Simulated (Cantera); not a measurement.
A closed system holds: 1 mol Si, 0.57 mol HCl, 1.9 mol H₂, equilibrated at 1300 K and 2.10 bar.

Cantera equilibrium calculation (NASA polynomials, part measured and part estimated; ideal gas, pure solids and liquids). Candidate condensed phases: Si; 19 gas species. The tables' values for SiCl₃ are old estimates; treat these amounts as uncertain. The numbers say what is thermodynamically allowed, not how fast it happens.

Base state: H₂ 0.893, HCl 0.0467, SiCl₄ 0.0245, SiHCl₃ 0.0213, SiCl₂ 0.00652, SiCl₃ 0.00519, SiH₂Cl₂ 0.00262, SiH₃Cl 9.04e-5 (mole fractions); condensed: Si(s).

### Question
What changes in the equilibrium state with this change: temperature from 1300 K to 725 K?

### Answer
| species | before | after |
|---|---|---|
| H₂ | 0.893 | 0.928 |
| SiCl₄ | 0.0245 | 0.0348 |
| SiHCl₃ | 0.0213 | 0.0343 |
| HCl | 0.0467 | 0.000291 |
| SiCl₂ | 0.00652 | 7.18e-8 |
| SiCl₃ | 0.00519 | 3.20e-6 |
| SiH₃Cl | 9.04e-5 | 3.53e-5 |
| Si(s), mol | 0.858 | 0.835 |
